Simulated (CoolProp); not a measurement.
Methanol along the isotherm 620 K: Z from the reference equation and from simpler models built on Tc = 513.4 K, pc = 82.16 bar, ω = 0.565; each cubic takes its own stable root.

The numbers come from the reference Helmholtz-energy equation of state, de Reuck 1993 in CoolProp.

| p (bar) | phase | reference | van der Waals | Redlich-Kwong | Soave-Redlich-Kwong | Peng-Robinson |
|---|---|---|---|---|---|---|
| 0.65 | gas | 0.9987 | 0.9985 | 0.9985 | 0.9988 | 0.9986 |
| 0.953 | gas | 0.9981 | 0.9978 | 0.9977 | 0.9983 | 0.9979 |
| 1.4 | gas | 0.9972 | 0.9968 | 0.9967 | 0.9974 | 0.9969 |
| 2.05 | gas | 0.9959 | 0.9954 | 0.9951 | 0.9963 | 0.9955 |
| 3.01 | gas | 0.9940 | 0.9932 | 0.9928 | 0.9945 | 0.9934 |
| 4.43 | gas | 0.9911 | 0.9899 | 0.9894 | 0.9919 | 0.9902 |
| 6.5 | gas | 0.9869 | 0.9852 | 0.9845 | 0.9881 | 0.9857 |
| 9.53 | gas | 0.9806 | 0.9781 | 0.9772 | 0.9826 | 0.9790 |
| 14 | gas | 0.9713 | 0.9676 | ? | 0.9744 | 0.9692 |
| 20.5 | gas | ? | ? | 0.9505 | 0.9625 | 0.9550 |
| 30.1 | gas | ? | 0.9284 | 0.9267 | 0.9449 | 0.9341 |
| 44.3 | gas | 0.9054 | 0.8919 | ? | 0.9190 | ? |
| 65 | gas | 0.8607 | 0.8346 | 0.8366 | 0.8818 | 0.8603 |
| 95.3 | supercritical | 0.7973 | 0.7404 | 0.7547 | 0.8295 | 0.8008 |
| 140 | supercritical | 0.7094 | 0.5916 | 0.6398 | 0.7638 | 0.7279 |
| 205 | supercritical | 0.5916 | 0.5647 | 0.5693 | 0.7147 | 0.6726 |

Q: Fill in the missing entries.

A: 
- 14, Redlich-Kwong: 0.9664
- 20.5, reference: 0.9574
- 20.5, van der Waals: 0.9521
- 30.1, reference: 0.9366
- 44.3, Redlich-Kwong: 0.8907
- 44.3, Peng-Robinson: 0.9037
